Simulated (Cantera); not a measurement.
Adiabatic ignition

An adiabatic, constant-volume homogeneous reactor starts with 14.4 % CH₄, 2.02 % C₂H₆, 17.6 % O₂, 66.0 % N₂, equivalence ratio 2.0, at 1100 K and 1000000 Pa.

Computed with Cantera and GRI-Mech 3.0 (53 species, 325 reactions).

| t (s) | T (K) | P (bar) | x CH₄ | x C₂H₆ | x O₂ | x H | x NO |
|---|---|---|---|---|---|---|---|
| 1.00e-6 | 1100 | 10.0 | 0.144 | 0.0202 | 0.176 | <1e-12 | <1e-12 |
| 3.88e-6 | 1100 | 10.0 | 0.144 | 0.0202 | 0.176 | 1.04e-12 | <1e-12 |
| 1.51e-5 | 1100 | 10.0 | 0.144 | 0.0202 | 0.176 | 3.35e-12 | <1e-12 |
| 5.85e-5 | 1100 | 10.00 | 0.144 | 0.0202 | 0.176 | 1.23e-11 | <1e-12 |
| 0.000227 | 1100 | 10.00 | 0.144 | 0.0202 | 0.176 | 7.99e-11 | <1e-12 |
| 0.000881 | 1100 | 10.0 | 0.144 | 0.0201 | 0.176 | 4.56e-9 | <1e-12 |
| 0.00342 | 2517 | 27.3 | 1.20e-8 | <1e-12 | 8.33e-7 | 0.00213 | 7.55e-5 |
| 0.0133 | 2517 | 27.3 | 1.18e-8 | <1e-12 | 8.36e-7 | 0.00213 | 3.97e-5 |
| 0.0515 | 2517 | 27.3 | 1.18e-8 | <1e-12 | 8.36e-7 | 0.00213 | 3.97e-5 |
| 0.200 | 2517 | 27.3 | 1.18e-8 | <1e-12 | 8.36e-7 | 0.00213 | 3.97e-5 |
x: mole fraction; the columns are a selection and need not sum to one.

```yaml
time_of_steepest_temperature_rise: 2.74 ms
temperature at 0.200 s: 2517 K
equilibrium_temperature: 2517 K
x(CH₄) at 0.200 s: 1.18e-8 (gas-phase equilibrium 1.32e-8)
x(C₂H₆) at 0.200 s: <1e-12 (gas-phase equilibrium <1e-12)
x(O₂) at 0.200 s: 8.36e-7 (gas-phase equilibrium 8.36e-7)
```
